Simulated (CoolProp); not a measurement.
Vapour-liquid equilibrium of R114 (1) + R113 (2) at 715 kPa; x and y are mole fractions of (1).

Computed with CoolProp (multi-fluid Helmholtz-energy mixture model, Platzer 1990 and Marx 1992; pair parameters Bell 2016). This equation is an older, rougher fit; its heat capacities, sound speeds and derivatives of the liquid may be far off and weren't checked against measurements.

### Question
Give the bubble temperature and the first vapour's composition at x = 0.55, 0.85, 0.95. Is there an azeotrope?

### Answer
x = 0.55: 86.6 °C, y = 0.771; x = 0.85: 73.9 °C, y = 0.941; x = 0.95: 70.3 °C, y = 0.982. No azeotrope shows between x = 0.05 and 0.95.

Pair parameters are fitted to limited data, so mixtures are less certain than the pure fluids.
